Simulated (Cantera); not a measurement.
Feed: 1 mol acetone, 0.65 mol CO₂, held at 5100000 Pa.

Cantera equilibrium calculation (NASA polynomials, part measured and part estimated; ideal gas, pure solids and liquids). Candidate condensed phases: C, C₆H₆, C₇H₈, C₈H₁₈, H₂O; 131 gas species. Ions and electrons are included (thermal ionisation). The feed counts by its element totals alone. The ideal-gas law is rough above about 30 bar. Rates play no part.

At 2227 °C, list the 5 most abundant gas species with their mole fractions, and the condensed phases.

H₂ 0.554, CO 0.434, C₂H₂ (acetylene) 0.00599, H 0.00262, CH₄ 0.00235. Condensed: C(graphite).
